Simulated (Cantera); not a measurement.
Mixture: CH4 : C2H6 : O2 : N2 = 1 : 0.089 : 3.35 : 11.7 (molar parts), at 1.01 bar, adiabatic and at constant pressure. Ignition delay is the time to a rise of 400 K.

Detailed kinetics in Cantera: GRI-Mech 3.0 (53 species, 325 reactions).

**Question.** What does this change do: C2H6 0.089 to 0.23 parts?

**Answer.** 
```tsv
quantity	before	after
delay at 1200 K	5.34 ms	2.68 ms
delay at 1400 K	0.625 ms	0.301 ms
delay at 1600 K	0.114 ms	70.1 µs
delay at 1800 K	34.7 µs	23.6 µs
delay at 2000 K	15.6 µs	10.9 µs
apparent activation energy between 1900 and 2100 K	110 kJ/mol	110 kJ/mol
```

**Question.** What does this change do: N2 11.7 to 19 parts?

**Answer.** 
```tsv
quantity	before	after
delay at 1200 K	5.34 ms	7.67 ms
delay at 1400 K	0.625 ms	0.901 ms
delay at 1600 K	0.114 ms	0.155 ms
delay at 1800 K	34.7 µs	47.0 µs
delay at 2000 K	15.6 µs	22.1 µs
```
Where the delays flatten at high temperature, the 400 K rule measures the pace of heat release, not the induction time.

**Question.** What does this change do: constant volume in place of constant pressure?

**Answer.** 
```
quantity                                                before       after
--------------------------------------------------  ----------  ----------
delay at 1200 K                                        5.34 ms     5.10 ms
delay at 1400 K                                       0.625 ms    0.584 ms
delay at 1600 K                                       0.114 ms    0.104 ms
delay at 1800 K                                        34.7 µs     31.1 µs
delay at 2000 K                                        15.6 µs     13.8 µs
apparent activation energy between 1900 and 2100 K  110 kJ/mol  110 kJ/mol
```
